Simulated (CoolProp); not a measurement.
Vapour-liquid equilibrium of acetone (1) + water (2) at 1.79 MPa; x and y are mole fractions of (1).

The numbers come from the multi-fluid Helmholtz-energy mixture model, Lemmon 2006 and Wagner 2002; pair parameters Bell 2016 in CoolProp.

```tsv
x	bubble temperature (K)	y at the bubble point	dew temperature at overall composition x (K)	liquid density (mol/L)
0.05	473.6	0.152	478.0	42.40
0.2	460.8	0.416	471.4	31.19
0.35	454.8	0.538	464.2	23.85
0.5	451.3	0.622	456.6	18.79
0.65	449.0	0.708	450.4	15.18
0.8	447.6	0.815	447.7	12.51
0.95	447.2	0.949	447.2	10.47
```

y crosses x between x = 0.8 and 0.95: the model has an azeotrope there.

The pair parameters rest on a limited set of measurements; away from them the model extrapolates.
